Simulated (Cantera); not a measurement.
Charge: 1 mol Hg, 0.94 mol H₂, at 425 °C.

Cantera equilibrium calculation (NASA polynomials, part measured and part estimated; ideal gas, pure solids and liquids). Candidate condensed phases: Hg; 3 gas species. Rates play no part.

log p: log10 of the partial pressure in bar; n: condensed amount in mol.

```tsv
P (Pa)	log p H₂	log p Hg	n Hg(l)
10	-4.31	-4.29	0
42	-3.69	-3.66	0
180	[?]	[?]	0
750	-2.44	-2.41	0
3200	[?]	[?]	0
13000	-1.20	-1.17	0
56000	-0.57	-0.54	0
240000	0.07	0.09	0
1000000	0.84	0.48	0.596
```

Question: Fill in the missing entries.

Answer: 
- 3200, log p H₂: -1.81
- 3200, log p Hg: -1.78
- 180, log p H₂: -3.06
- 180, log p Hg: -3.03
